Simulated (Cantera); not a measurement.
Charge: 1 mol borazine, 1.2 mol N₂, at 13300 Pa.

Cantera equilibrium calculation (NASA polynomials, part measured and part estimated; ideal gas, pure solids and liquids). Candidate condensed phases: B, BN; 15 gas species. The feed counts by its element totals alone. Equilibrium is a limit: real reactors are often held back by kinetics, nucleation or transport. All values below are at 1675 K.

Base state: H₂ 0.714, N₂ 0.286, H 0.000269 (mole fractions); condensed: BN(s).

**Question.** What changes in the equilibrium state with this change: borazine replaced by B?

**Answer.** 
| species | before | after |
|---|---|---|
| N₂ | 0.286 | 1.00 |
| H₂ | 0.714 | 0 |
| H | 0.000269 | 0 |
| BN(s), mol | 3.00 | 1.00 |

**Question.** What changes in the equilibrium state with this change: borazine replaced by BCl₃?

**Answer.** 
| species | before | after |
|---|---|---|
| N₂ | 0.286 | 0.544 |
| BCl₃ | 0 | 0.452 |
| Cl | 0 | 0.00188 |
| H₂ | 0.714 | 0 |
| BCl₂ | 0 | 0.00169 |
| H | 0.000269 | 0 |
| BCl | 0 | 7.32e-5 |
| Cl₂ | 0 | 1.68e-5 |
| BN(s), mol | 3.00 | 0 |
The tables' values for BCl₂, BCl are old estimates; treat these amounts as uncertain.
